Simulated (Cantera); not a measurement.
## Ammonia decomposition in nitride growth gas

A perfectly stirred reactor is fed with NH₃ : N₂ = 1 : 0.76 (molar parts), at 31.5 Torr; it is held at 1648 K, and followed from long to short residence time.

Model: the gas-phase N/H chemistry of the illustrative SiF4/NH3 mechanism in the Surface Chemkin manual (1991), integrated in Cantera. Walls and surfaces, which speed up NH3 decomposition in real reactors, are not modelled.

```tsv
τ (s)	x NH₃	x H₂	x H	x N	x NH₂	x N₂H₄	x N₂H₂
7.9	0.423	0.139	1.91e-5	4.75e-8	0.000142	1.30e-8	9.21e-7
2.4	0.512	0.0539	7.26e-6	3.06e-8	0.000168	1.82e-8	1.27e-6
0.73	0.550	0.0175	2.44e-6	1.23e-8	0.000183	2.15e-8	1.40e-6
0.22	0.563	0.00496	7.26e-7	3.45e-9	0.000183	2.16e-8	1.32e-6
0.067	0.567	0.00113	1.82e-7	7.58e-10	0.000158	1.61e-8	9.48e-7
0.020	0.568	0.000132	3.06e-8	9.13e-11	8.67e-5	4.85e-9	2.74e-7
0.0061	0.568	1.70e-5	1.13e-8	1.26e-11	2.86e-5	5.26e-10	2.71e-8
0.0019	0.568	4.54e-6	9.84e-9	1.22e-12	8.94e-6	5.07e-11	2.34e-9
0.00056	0.568	1.31e-6	9.67e-9	<1e-12	2.63e-6	4.19e-12	1.61e-10
0.00017	0.568	3.91e-7	9.50e-9	<1e-12	7.92e-7	<1e-12	9.03e-12
```
x: mole fraction; the columns are a selection and need not sum to one.
